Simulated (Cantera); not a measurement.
What does this Cantera script print?

```python
import numpy as np
import cantera as ct

gas = ct.Solution("h2o2.yaml")


def delay(T, t_max=10):
    gas.TPX = T, 220000, {'H2': 1, 'O2': 0.633, 'N2': 2.5}
    reactor = ct.IdealGasReactor(gas, clone=False)
    net = ct.ReactorNet([reactor])
    net.rtol, net.atol = 1e-8, 1e-16
    while net.time < t_max:
        t_old, T_old = net.time, reactor.T
        net.step()
        if reactor.T > T + 400:  # ignition: a rise of 400 K
            return t_old + (T + 400 - T_old) / (reactor.T - T_old) * (net.time - t_old)
    return np.nan


taus = []
for T in [1000, 1050, 1100, 1150, 1200, 1250]:
    taus.append(delay(T))
    print(f"T0 = {T:6g} K   tau = {taus[-1]:.4e} s")
```

It prints:

```
T0 =   1000 K   tau = 6.9710e-03 s
T0 =   1050 K   tau = 2.0778e-04 s
T0 =   1100 K   tau = 5.9666e-05 s
T0 =   1150 K   tau = 3.4145e-05 s
T0 =   1200 K   tau = 2.3235e-05 s
T0 =   1250 K   tau = 1.7192e-05 s
```

Model: the H2/O2 subset of GRI-Mech 3.0, which has no nitrogen chemistry, integrated in Cantera. The hydrogen kinetics of GRI-Mech 3.0 are dated; newer H2 mechanisms differ, most at raised pressure.
